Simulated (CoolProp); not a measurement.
A simple Rankine cycle with n-nonane: condensing at 331.15 K, boiler at 0.25 MPa, turbine inlet 476.7 K, turbine efficiency 0.65, pump efficiency 0.6, no recuperator. Each further row changes one setting.

Computed with CoolProp (reference Helmholtz-energy equation of state, Lemmon 2006). It is a short technical equation, of lower accuracy than the large ones.

```tsv
case	thermal efficiency (%)	net work (kJ/kg)	heat in (kJ/kg)	turbine exit temperature (K)	volume ratio over the turbine
as stated	12.1	77.3	640	438.7	70.3
turbine inlet 496.7 K	11.8	81.1	690	459.0	69.5
condensing temperature 323.15 K	12.8	84.3	658	435.6	104
boiler pressure 0.175 MPa	11.2	71.9	643	442.8	48.0
turbine efficiency 0.55	10.2	65.3	640	444.0	71.2
```
